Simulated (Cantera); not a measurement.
A closed system holds: 1 mol SiCl4, 0.79 mol Cl2, 0.89 mol H2, held at 900 K and 4.50 bar.

Method: chemical equilibrium by Gibbs-energy minimisation in Cantera with the NASA 1993 tables (ideal gas, pure condensed phases). Candidate condensed phases: Si; 19 gas species. The numbers say what is thermodynamically allowed, not how fast it happens.

Q: What is the equilibrium state?

A: x(HCl): 0.590
x(SiCl4): 0.373
x(H2): 0.0372
x(SiHCl3): 6.69e-5
gas amount: 2.680 mol
log10 activity of Si(s) (absent): -11.33
